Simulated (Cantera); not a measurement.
Input (Python, Cantera) and output of one run.

```python
import numpy as np
import cantera as ct

gas_names = [...]  # 143 gases of nasa_gas.yaml made of C, Cl, F, H, Si
cond_names = """
    C(gr) C6H6(L) C7H8(L) C8H18(L),n-octa Si(cr) Si(L) SiC(b)
""".split()


# ... load() reads the species with a 1 bar reference pressure and builds the phases ...
atoms = {
    'c-C4F8': {'C': 4, 'F': 8},
    'Si': {'Si': 1},
    'H2': {'H': 2},
    'HCl': {'H': 1, 'CL': 1},
}
top_T = {'C(gr)': 4500, 'SiC(b)': 3050}  # K; cautious upper limits of use, not melting points


# ... equilibrate(T, P, feed) seeds the gas with the atoms and calls Mixture.equilibrate('TP', solver="vcs", rtol=1e-11, max_steps=5000) ...
results = []
feed = {'c-C4F8': 1, 'Si': 0.033, 'H2': 0.36, 'HCl': 0.023}  # mol
T = 2025  # K
P = 10000  # Pa
mix = equilibrate(T, P, feed)
results.append((T, P, feed, dict(zip(mix.species_names, mix.species_moles))))
x = sorted(zip(gas.X, gas.species_names), reverse=True)
print(f"T = {T:g} K  P = {P:g} Pa  gas = {mix.phase_moles(0):.4g} mol")
print("   x: " + "  ".join(f"{s} {v:.3e}" for v, s in x if v > 1e-06))
print("   condensed (mol): " + ("  ".join(f"{mix.phase(i).name} {mix.phase_moles(i):.4g}"
      for i in range(1, mix.n_phases) if mix.phase_moles(i) > 1e-12) or "none"))
```

It prints:

```
T = 2025 K  P = 10000 Pa  gas = 2.643 mol
   x: CF4 6.513e-01  HF 2.809e-01  CF2 3.490e-02  SiF4 1.249e-02  CL 8.299e-03  F 7.222e-03  CF3 4.423e-03  HCL 1.976e-04  CCLF3 1.687e-04  CF 3.786e-05  CLF 1.656e-05  CL2 1.047e-05  CHF3 7.880e-06  C2F4 4.779e-06
   condensed (mol): C(gr) 2.174
```

Cantera equilibrium calculation (NASA polynomials, part measured and part estimated; ideal gas, pure solids and liquids). The feed counts by its element totals alone. Gases not in the tables: C2F6 and larger saturated fluorocarbons.
